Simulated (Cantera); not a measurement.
Input (Python, Cantera):

```python
import numpy as np
import cantera as ct

gas = ct.Solution("gri30.yaml")
gas.TPX = 2150, 130000, {'NO': 1, 'N2': 0.18}
inlet = ct.Reservoir(gas, clone=True)

reactor = ct.IdealGasConstPressureReactor(gas, energy="off", clone=False)
exhaust = ct.Reservoir(gas, clone=True)
tau = [15, 3, 0.59, 0.12, 0.022, 0.0044, 0.00086, 0.00017][0]
for a, b in ((inlet, reactor), (reactor, exhaust)):
    ct.MassFlowController(a, b, mdot=lambda t: reactor.mass / tau)
net = ct.ReactorNet([reactor])
show = ['NO', 'O2', 'N2', 'O', 'N2O', 'NO2']

rows = []
print(f"{'tau/s':>10s}{'T/K':>9s}" + "".join(f"{s:>11s}" for s in show))
for tau in [15, 3, 0.59, 0.12, 0.022, 0.0044, 0.00086, 0.00017]:
    net.initial_time = 0.0
    net.advance(30 * tau)
    before = gas.X
    net.advance(40 * tau)
    drift = np.max(np.abs(gas.X - before) / (gas.X + 1e-9))
    rows.append([gas.T, *gas[show].X, drift])
    print(f"{tau:10.3e}{gas.T:9.1f}" + "".join(f"{x:11.3e}" for x in gas[show].X))
```

Output:

```
     tau/s      T/K         NO         O2         N2          O        N2O        NO2
 1.500e+01   2150.0  2.741e-02  4.092e-01  5.622e-01  1.103e-03  9.623e-07  5.950e-05
 3.000e+00   2150.0  6.142e-02  3.921e-01  5.452e-01  1.082e-03  2.242e-06  1.306e-04
 5.900e-01   2150.0  1.653e-01  3.401e-01  4.933e-01  1.012e-03  1.251e-05  3.278e-04
 1.200e-01   2150.0  4.082e-01  2.185e-01  3.717e-01  8.269e-04  7.600e-05  6.542e-04
 2.200e-02   2150.0  7.012e-01  7.214e-02  2.252e-01  5.195e-04  2.363e-04  6.850e-04
 4.400e-03   2150.0  8.148e-01  1.565e-02  1.685e-01  3.263e-04  3.247e-04  4.785e-04
 8.600e-04   2150.0  8.410e-01  2.693e-03  1.554e-01  2.464e-04  3.163e-04  3.607e-04
 1.700e-04   2150.0  8.462e-01  2.862e-04  1.529e-01  1.657e-04  2.146e-04  2.325e-04
```

Detailed kinetics in Cantera: GRI-Mech 3.0 (53 species, 325 reactions).
